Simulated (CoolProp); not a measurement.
Tetrahydrofuran at several states: density (kg/m³) from the reference equation and from simpler models built on Tc = 540.2 K, pc = 5304 kPa, ω = 0.234; each cubic takes its own stable root.

Computed with CoolProp (reference Helmholtz-energy equation of state, Fiedler 2023).

| T (K) | p (kPa) | phase | reference |
|---|---|---|---|
| 206.1 | 79.6 | liquid | 980.2 |
| 261.9 | 210 | liquid | 921.3 |
| 329.6 | 573 | liquid | 847.2 |

Q: How far does each simpler model (Redlich-Kwong, Soave-Redlich-Kwong, Peng-Robinson) lie from the reference over these 3 states: mean and median of the absolute difference, and the worst?

A: 
- Redlich-Kwong: mean 9.5 %, median 9.4 %, worst -9.8 % at 206.1 K and 79.6 kPa
- Soave-Redlich-Kwong: mean 7.9 %, median 7.7 %, worst -9.1 % at 206.1 K and 79.6 kPa
- Peng-Robinson: mean 3.6 %, median 3.8 %, worst +5.1 % at 329.6 K and 573 kPa
